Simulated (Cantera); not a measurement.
Charge: 1 mol TiCl4, 0.18 mol CH4, at 0.520 bar.

Method: chemical equilibrium by Gibbs-energy minimisation in Cantera with the NASA 1993 tables (ideal gas, pure condensed phases). Candidate condensed phases: C, C6H6, C7H8, C8H18, Ti, TiC, TiCl2, TiCl3, TiCl4; 96 gas species. TiC: taken at fixed stoichiometry. Equilibrium is a limit: real reactors are often held back by kinetics, nucleation or transport.

Problem. What share of the Ti ends up in condensed phases as a function of T (K), at 1125, 1200, 1275, 1350, 1425, 1500, 1575, 1650, 1725?

Solution. 
```tsv
T (K)	Ti condensed (%)	as
1125	3.0	TiC(s)
1200	3.6	TiC(s)
1275	3.9	TiC(s)
1350	4.0	TiC(s)
1425	3.7	TiC(s)
1500	3.1	TiC(s)
1575	2.2	TiC(s)
1650	1.2	TiC(s)
1725	0.0	-
```
